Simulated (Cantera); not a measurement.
Input: 1 mol SiCl4, 4.8 mol NH3, 3.3 mol N2, held at 86.0 mbar.

Method: chemical equilibrium by Gibbs-energy minimisation in Cantera with the NASA 1993 tables (ideal gas, pure condensed phases). Candidate condensed phases: NH4Cl, Si, Si3N4; 28 gas species. The tables' values for SiCl3, SiCl are old estimates; treat these amounts as uncertain. Rates play no part. All values below are at 1748 K.

Base state: H2 0.407, N2 0.377, HCl 0.162, SiCl2 0.0504, SiCl3 0.00240, H 0.000497, SiCl4 0.000204, Cl 0.000153 (mole fractions); condensed: Si3N4(s).

Task: What changes in the equilibrium state with this change: SiCl4 replaced by Si2Cl6?

Result: 
```
species          before     after
-------------  --------  --------
H2                0.407     0.367
N2                0.377     0.344
HCl               0.162     0.196
SiCl2            0.0504    0.0865
SiCl4          0.000204  0.000566
SiCl3           0.00240   0.00524
SiHCl3         0.000113  0.000233
SiH2Cl2         1.10e-5   1.71e-5
SiCl            3.51e-5   4.75e-5
Si3N4(s), mol    0.0723     0.189
```
The feed counts by its element totals alone.
